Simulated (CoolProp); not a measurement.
Normal hydrogen along the isotherm -236.95 °C: Z from the reference equation and from simpler models built on Tc = -240.0 °C, pc = 1.296 MPa, ω = -0.219; each cubic takes its own stable root.

The numbers come from the reference Helmholtz-energy equation of state, Leachman 2009 in CoolProp.

| p (MPa) | phase | reference | Redlich-Kwong | Soave-Redlich-Kwong | Peng-Robinson |
|---|---|---|---|---|---|
| 0.15 | gas | 0.9697 | 0.9690 | 0.9676 | 0.9635 |
| 0.299 | gas | 0.9383 | 0.9371 | (withheld) | (withheld) |
| 0.449 | gas | (withheld) | 0.9038 | 0.8991 | 0.8870 |
| 0.598 | gas | 0.8703 | 0.8693 | (withheld) | 0.8467 |
| 0.748 | gas | 0.8333 | 0.8330 | 0.8237 | 0.8043 |
| 0.897 | gas | 0.7941 | 0.7950 | 0.7828 | 0.7599 |
| 1.05 | gas | 0.7505 | 0.7536 | 0.7376 | 0.7115 |
| 1.2 | gas | (withheld) | 0.7103 | 0.6893 | 0.6602 |
| 1.35 | supercritical | 0.6510 | 0.6637 | 0.6358 | 0.6042 |
| 1.5 | supercritical | 0.5903 | 0.6133 | 0.5754 | 0.5419 |
| 1.65 | supercritical | 0.5185 | 0.5593 | 0.5070 | 0.4726 |
| 1.79 | supercritical | 0.4452 | (withheld) | 0.4434 | 0.4098 |
| 1.94 | supercritical | 0.3872 | 0.4623 | 0.3999 | 0.3675 |

Problem. Complete the blanks.

Solution. 
- 0.299, Soave-Redlich-Kwong: 0.9342
- 0.299, Peng-Robinson: 0.9260
- 0.449, reference: 0.9051
- 0.598, Soave-Redlich-Kwong: 0.8625
- 1.2, reference: 0.7036
- 1.79, Redlich-Kwong: 0.5084
